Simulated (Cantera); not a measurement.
Mixture: CH₄ : O₂ : N₂ = 1 : 4.26 : 16 (molar parts), at 0.375 atm, adiabatic and at constant pressure. Ignition delay is the time to a rise of 400 K.

Cantera simulation using GRI-Mech 3.0 (53 species, 325 reactions); the numbers are that mechanism's predictions, not measurements.

Task: What does this change do: pressure from 0.375 atm to 0.661 atm?

Result: 
```csv
quantity,before,after
delay at 1223 K,47.5 ms,30.7 ms
delay at 1323 K,12.5 ms,8.16 ms
delay at 1423 K,4.12 ms,2.64 ms
delay at 1523 K,1.68 ms,1.04 ms
delay at 1623 K,0.799 ms,0.480 ms
delay at 1723 K,0.422 ms,0.249 ms
apparent activation energy between 1523 and 1723 K,150 kJ/mol,160 kJ/mol
```

Task: What does this change do: pressure from 0.375 atm to 21.7 atm?

Result: 
```csv
quantity,before,after
delay at 1223 K,47.5 ms,1.20 ms
delay at 1323 K,12.5 ms,0.392 ms
delay at 1423 K,4.12 ms,0.147 ms
delay at 1523 K,1.68 ms,60.7 µs
delay at 1623 K,0.799 ms,27.4 µs
delay at 1723 K,0.422 ms,13.4 µs
apparent activation energy between 1523 and 1723 K,150 kJ/mol,170 kJ/mol
```
The pressure lies above the range GRI-Mech 3.0 was tuned for (to about 10 atm).
